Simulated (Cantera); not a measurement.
Thermodynamics of carbothermic reduction, feed PbO + C + N₂ + H₂O

Charge: 1 mol PbO, 0.45 mol C, 15 mol N₂, 0.0011 mol H₂O, at 1.00 bar.

Cantera equilibrium calculation (NASA polynomials, part measured and part estimated; ideal gas, pure solids and liquids). Candidate condensed phases: C, C₆H₆, C₇H₈, C₈H₁₈, H₂O, Pb, PbO, PbO₂, Pb₃O₄; 139 gas species. Each liquid is taken as pure. Mutual solubility and eutectic melting of coexisting phases are not modelled. Gases not in the tables: (PbO)n polymers. Kinetics and transport are ignored.

```
T (K)   x N₂      x Pb   x CO₂     x PbO      x CO      x NO      x O₂    x H₂O  n Pb(l)  n PbO(yellow)  n PbO(l)
-----  -----  --------  ------  --------  --------  --------  --------  -------  -------  -------------  --------
1000   0.971   1.62e-5  0.0291   3.05e-7   2.99e-6  4.50e-11    <1e-12  7.12e-5    0.900          0.100         0
1100   0.971  0.000121  0.0291   6.19e-6   6.09e-6   1.31e-9  4.08e-11  7.12e-5    0.898         0.1000         0
1200   0.970  0.000643  0.0291   6.82e-5   1.22e-5   1.98e-8   1.74e-9  7.11e-5    0.890              0    0.0991
1300   0.968   0.00262  0.0290  0.000451   2.48e-5   1.71e-7   3.21e-8  7.09e-5    0.859              0    0.0934
1400   0.960   0.00871  0.0288   0.00224   4.58e-5   1.07e-6   3.79e-7  7.03e-5    0.763              0    0.0657
1500   0.941    0.0246  0.0281   0.00637  0.000107   3.75e-6   1.65e-6  6.88e-5    0.507              0         0
1600   0.912    0.0542  0.0269   0.00655  0.000475   5.13e-6   1.27e-6  6.63e-5        0              0         0
1700   0.912    0.0538  0.0265   0.00692  0.000864   1.43e-5   4.43e-6  6.59e-5        0              0         0
1800   0.912    0.0533  0.0259   0.00743   0.00142   3.67e-5   1.42e-5  6.50e-5        0              0         0
1900   0.912    0.0527  0.0252   0.00805   0.00214   8.69e-5   4.17e-5  6.33e-5        0              0         0
2000   0.912    0.0521  0.0243   0.00869   0.00303  0.000190  0.000112  6.03e-5        0              0         0
```
x: gas mole fraction; n: condensed amount in mol.

From 1000 K to 1100 K the condensed part is Pb(l) + PbO(yellow). From 1200 K to 1400 K the condensed part is Pb(l) + PbO(l). At 1500 K the condensed part is Pb(l). From 1600 K to 2000 K nothing is condensed.
